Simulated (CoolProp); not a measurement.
Vapour-liquid equilibrium of R143a (1) + R236FA (2) at 282.1 K; x and y are mole fractions of (1).

Values from CoolProp's multi-fluid Helmholtz-energy mixture model, Lemmon and Jacobsen 2000 and Pan 2012; pair parameters Bell 2016.

**Question.** Give the bubble pressure and the first vapour's composition at x = 0.05, 0.2, 0.95. Is there an azeotrope?

**Answer.** x = 0.05: 179.6 kPa, y = 0.178; x = 0.2: 262.6 kPa, y = 0.511; x = 0.95: 772.1 kPa, y = 0.988. No azeotrope shows between x = 0.05 and 0.95.

Pair parameters are fitted to limited data, so mixtures are less certain than the pure fluids.
